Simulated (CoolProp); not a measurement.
CHF3 (R23) along the isotherm 45.15 °C: fugacity coefficient from the reference equation and from simpler models built on Tc = 26.1 °C, pc = 48.32 bar, ω = 0.263; each cubic takes its own stable root.

Model: reference Helmholtz-energy equation of state, Penoncello 2003, in CoolProp.

```tsv
p (bar)	phase	reference	van der Waals	Redlich-Kwong	Soave-Redlich-Kwong	Peng-Robinson
0.382	gas	0.9977	0.9980	0.9977	0.9978	0.9975
0.595	gas	0.9964	0.9969	0.9965	0.9966	0.9962
0.926	gas	0.9944	0.9951	0.9945	0.9947	0.9940
1.44	gas	0.9913	0.9924	0.9915	0.9918	0.9907
2.25	gas	0.9864	0.9881	0.9868	0.9872	0.9855
3.5	gas	0.9789	0.9815	0.9794	0.9801	0.9776
5.44	gas	0.9673	0.9713	0.9681	0.9692	(withheld)
8.48	gas	(withheld)	(withheld)	0.9505	0.9521	0.9462
13.2	gas	0.9215	0.9307	0.9234	0.9259	(withheld)
20.6	gas	0.8786	0.8920	0.8815	(withheld)	0.8722
32	gas	0.8139	0.8325	0.8181	0.8242	0.8056
49.8	supercritical	0.7154	(withheld)	0.7205	(withheld)	0.7062
77.6	supercritical	0.5648	0.5811	0.5703	(withheld)	0.5622
121	supercritical	0.4203	0.4549	0.4361	0.4548	0.4275
```

### Question
What belongs in the gaps?

### Answer

- 5.44, Peng-Robinson: 0.9652
- 8.48, reference: 0.9493
- 8.48, van der Waals: 0.9554
- 13.2, Peng-Robinson: 0.9170
- 20.6, Soave-Redlich-Kwong: 0.8854
- 49.8, van der Waals: 0.7374
- 49.8, Soave-Redlich-Kwong: 0.7306
- 77.6, Soave-Redlich-Kwong: 0.5891
